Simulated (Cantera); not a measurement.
A freely propagating, adiabatic, planar premixed flame of H2 : O2 : N2 : H2O = 1 : 0.649 : 2.86 : 0.36 (molar parts), equivalence ratio 0.77, unburnt at 523 K and 100.0 Torr; mixture-averaged transport, grid criteria slope 0.08 and curve 0.16, no radiation.

Computed with Cantera and the H2/O2 subset of GRI-Mech 3.0, which has no nitrogen chemistry. Burning velocities carry a grid error of a few per cent, more on coarse grids.

Problem. Predict: laminar burning velocity; thermal thickness; peak x(HO2); peak x(OH); peak x(H).

Solution. 
| Item | Value |
|---|---|
| laminar burning velocity | 311 cm/s |
| thermal thickness | 5.93 mm |
| peak x(HO2) | 8.90e-5 |
| peak x(OH) | 0.0104 |
| peak x(H) | 0.0400 |
